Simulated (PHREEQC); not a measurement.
A solution holds 0.19 mol/kgw Na2S, at 25 °C. Closed to the air; pH follows from the charge balance.

The numbers come from PHREEQC with the ion-association model, phreeqc.dat.

```
Property                      Value
--------------------  -------------
pH                            12.66
ionic strength        0.498 mol/kgw
activity of water             0.989
specific conductance    33600 µS/cm
total alkalinity         380 meq/kg
```

```
species  molality  activity   log γ
-------  --------  --------  ------
Na+         0.380     0.273  -0.144
S-2         0.118    0.0253  -0.667
OH-        0.0724    0.0458  -0.199
HS-        0.0724    0.0458  -0.199
H2S       7.81e-8   8.75e-8   0.050
```

Precipitation was switched off in this run. With this much S-2 the pH rests on the database's HS-/S-2 constant; if that pK is higher, the solution is more alkaline. The database's pK near 12.9 for HS-/S-2 is now thought far too low, so its S-2 is overstated.
